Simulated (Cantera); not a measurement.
A perfectly stirred reactor is fed with CO : O2 : H2O : N2 = 0.0031 : 0.038 : 0.0028 : 1 (molar parts), equivalence ratio 0.041, at 0.750 atm; it is held at 1348 K, and followed from long to short residence time.

Model: GRI-Mech 3.0 (53 species, 325 reactions), integrated in Cantera.

Question: Predict: x(CO) at τ = 7.60 s; x(O2) at τ = 7.60 s; x(H2O) at τ = 7.60 s; x(O) at τ = 7.60 s; x(NO) at τ = 7.60 s; x(CO) at τ = 70.0 ms; x(O2) at τ = 70.0 ms; x(H2O) at τ = 70.0 ms; x(O) at τ = 70.0 ms; x(NO) at τ = 70.0 ms.

Answer: 
| Item | Value |
|---|---|
| x(CO) at τ = 7.60 s | 1.48e-5 |
| x(O2) at τ = 7.60 s | 0.0350 |
| x(H2O) at τ = 7.60 s | 0.00268 |
| x(O) at τ = 7.60 s | 3.44e-6 |
| x(NO) at τ = 7.60 s | 8.29e-7 |
| x(CO) at τ = 70.0 ms | 0.000341 |
| x(O2) at τ = 70.0 ms | 0.0351 |
| x(H2O) at τ = 70.0 ms | 0.00266 |
| x(O) at τ = 70.0 ms | 6.74e-5 |
| x(NO) at τ = 70.0 ms | 3.21e-7 |
